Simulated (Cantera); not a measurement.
**Moist CO burnout**

An isothermal, constant-pressure homogeneous reactor starts with CO : O₂ : H₂O : N₂ = 0.01 : 0.027 : 0.00045 : 3 (molar parts), equivalence ratio 0.19, at 998 K and 0.132 atm.

Computed with Cantera and GRI-Mech 3.0 (53 species, 325 reactions).

| t (s) | x CO | x O₂ | x H₂O | x NO | x H₂O₂ | x NO₂ | x O |
|---|---|---|---|---|---|---|---|
| 6.00e-5 | 0.00329 | 0.00889 | 0.000148 | <1e-12 | <1e-12 | <1e-12 | <1e-12 |
| 0.000179 | 0.00329 | 0.00889 | 0.000148 | <1e-12 | <1e-12 | <1e-12 | <1e-12 |
| 0.000534 | 0.00329 | 0.00889 | 0.000148 | <1e-12 | <1e-12 | <1e-12 | 2.14e-12 |
| 0.00159 | 0.00329 | 0.00889 | 0.000148 | <1e-12 | <1e-12 | <1e-12 | 6.38e-12 |
| 0.00475 | 0.00329 | 0.00889 | 0.000148 | <1e-12 | <1e-12 | <1e-12 | 1.90e-11 |
| 0.0142 | 0.00329 | 0.00889 | 0.000148 | <1e-12 | <1e-12 | <1e-12 | 5.69e-11 |
| 0.0423 | 0.00329 | 0.00889 | 0.000148 | <1e-12 | <1e-12 | <1e-12 | 1.79e-10 |
| 0.126 | 0.00329 | 0.00889 | 0.000148 | <1e-12 | <1e-12 | <1e-12 | 7.19e-10 |
| 0.377 | 0.00329 | 0.00889 | 0.000148 | <1e-12 | <1e-12 | <1e-12 | 8.77e-9 |
| 1.12 | 0.00318 | 0.00880 | 0.000145 | 1.35e-10 | 4.85e-10 | <1e-12 | 5.41e-5 |
| 3.35 | 0.000504 | 0.00749 | 0.000146 | 2.79e-8 | 1.31e-9 | 6.23e-11 | 2.45e-5 |
| 10.0 | 5.53e-5 | 0.00728 | 0.000148 | 3.57e-8 | 5.47e-10 | 3.14e-10 | 2.67e-6 |
x: mole fraction; the columns are a selection and need not sum to one.

Equilibrium at this temperature and pressure: CO 6.07e-12, O₂ 0.00725, H₂O 0.000148, NO 6.41e-6, H₂O₂ <1e-12, NO₂ 2.36e-8, O 3.47e-11 (gas phase only).
